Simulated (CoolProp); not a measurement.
The numbers come from the reference Helmholtz-energy equation of state, Lemmon 2013 in CoolProp.

Task: For propylene, give the phase and the cv (kJ/(kg K)), Joule-Thomson coefficient (K/MPa), conductivity (mW/(m K)) at 362.5 K and 0.384 bar; 501.1 K and 0.168 bar.

Result: 
- 362.5 K and 0.384 bar: gas; cv 1.57, Joule-Thomson coefficient 9.65, conductivity 24.2
- 501.1 K and 0.168 bar: gas; cv 2.07, Joule-Thomson coefficient 4.13, conductivity 42.6

Thermal conductivity comes from a separate model (Huber 2003), an estimate that may be off by 10 % or more.
